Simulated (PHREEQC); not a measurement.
Dissolve 0.002 mol/kgw HF, 0.00235 mol/kgw KF and 0.072 mol/kgw H2SiF6 at 70 °C. Closed to the air; pH follows from the charge balance.

Equilibrium calculation in PHREEQC: ion-association model, phreeqc.dat.

This is a speciation only: nothing precipitates in the calculation.

What pH, density, ionic strength does the model give?

pH 0.99; density 0.985 g/cm³; ionic strength 0.201 mol/kgw.

In which forms is Si present?

SiF6-2 93 %, H4SiO4 6.8 % of the Si.

Saturation is exceeded, for instance for SiO2(a), Quartz (slow to form); the values hold only as long as no solid forms. Constants without temperature data keep their 25 °C values here. SiF6-2 is the database's only silicon fluoride.
